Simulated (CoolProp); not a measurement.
Vapour-liquid equilibrium of isobutane (1) + n-butane (2) at 87.4 kPa; x and y are mole fractions of (1).

Values from CoolProp's multi-fluid Helmholtz-energy mixture model, Bücker 2006 and Bücker 2006; pair parameters Kunz 2012.

Task: Give the bubble temperature and the first vapour's composition at x = 0.35, 0.5, 0.65. Is there an azeotrope?

Result: x = 0.35: 264.4 K, y = 0.451; x = 0.5: 262.7 K, y = 0.605; x = 0.65: 261.1 K, y = 0.740. No azeotrope shows between x = 0.05 and 0.95.

Pair parameters are fitted to limited data, so mixtures are less certain than the pure fluids.
